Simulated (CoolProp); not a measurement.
A single-stage vapour-compression cycle with c-C4F8 (RC318): evaporating at 260.15 K (dew point), condensing at 324.15 K (bubble point), superheat 0 K, subcooling 5 K, compressor efficiency 0.6, no pressure losses. Each further row changes one setting.

Values from CoolProp's reference Helmholtz-energy equation of state, Platzer 1990. This equation is an older, rougher fit; its heat capacities, sound speeds and derivatives of the liquid may be far off and weren't checked against measurements.

| case | cooling COP | pressure ratio | discharge temperature (K) | refrigerating effect (kJ/kg) | volumetric capacity (kJ/m³) |
|---|---|---|---|---|---|
| as stated | … | 8.87 | 324.2 | 54.7 | 393 |
| evaporating temperature 265.15 K | 1.75 | … | 324.2 | 58.0 | 511 |
| condensing temperature 319.15 K | 1.75 | 7.75 | 319.1 | 60.5 | 435 |
| subcooling 10 K | 1.65 | 8.87 | 324.2 | 60.5 | 435 |
| superheat 10 K | … | 8.87 | 328.7 | 62.0 | 428 |
| compressor efficiency 0.5 | 1.25 | 8.87 | … | 54.7 | 393 |

Question: What belongs in the gaps?

Answer: 
- as stated, cooling COP: 1.49
- evaporating temperature 265.15 K, pressure ratio: 7.15
- superheat 10 K, cooling COP: 1.58
- compressor efficiency 0.5, discharge temperature (K): 325.7

The compression ends wet for: as stated; evaporating temperature 265.15 K; condensing temperature 319.15 K; subcooling 10 K.
